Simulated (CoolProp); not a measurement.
Vapour-liquid equilibrium of acetone (1) + n-dodecane (2) at 445.2 K; x and y are mole fractions of (1).

The numbers come from the multi-fluid Helmholtz-energy mixture model, Lemmon 2006 and Lemmon 2004; pair parameters Bell 2016 in CoolProp.

```tsv
x	bubble pressure, mixture model (kPa)	bubble pressure, Raoult's law (kPa)	y, mixture model	y, Raoult's law
0.05	104.7	115.6	0.706	0.745
0.15	293.7	284.9	0.897	0.908
0.25	504.1	454.2	0.940	0.949
0.35	700.3	623.5	0.958	0.968
0.45	865.7	792.9	0.966	0.979
0.55	1003	962.2	0.972	0.986
0.65	1128	1131	0.977	0.990
0.75	1259	1301	0.982	0.994
0.85	1415	1470	0.987	0.997
0.95	1610	1639	0.995	0.999
```

The largest gap from Raoult's law is +12.3 % in bubble pressure, at x = 0.35. No azeotrope shows between x = 0.05 and 0.95.

Pair parameters are fitted to limited data, so mixtures are less certain than the pure fluids. The gap from Raoult's law changes sign with composition, which may be real or a fault of the pair parameters; it wasn't checked against measurements.
